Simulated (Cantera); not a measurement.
Input: 1 mol Si, 6.6 mol Br2, 1.4 mol H2, held at 1675 K and 7.20 Pa.

These are equilibrium values from Cantera (NASA tables, ideal gas, pure condensed phases), not measurements of a reactor. Candidate condensed phases: Br2, Si; 19 gas species. The tables' values for SiBr, SiBr3 are old estimates; treat these amounts as uncertain. Rates play no part.

Base state: Br 0.727, HBr 0.162, SiBr2 0.0780, H2 0.0287, H 0.00232, SiBr 0.000994, Si 0.000181, SiBr3 0.000144 (mole fractions); condensed: gas only.

### Question
What changes in the equilibrium state with this change: temperature from 1675 K to 823 K?

### Answer
```csv
species,before,after
Br2,8.00e-5,0.431
HBr,0.162,0.393
SiBr4,2.93e-6,0.140
Br,0.727,0.0354
SiBr2,0.0780,<1e-9
H2,0.0287,9.95e-9
H,0.00232,<1e-9
SiBr,0.000994,<1e-9
Si,0.000181,<1e-9
SiBr3,0.000144,5.29e-9
```
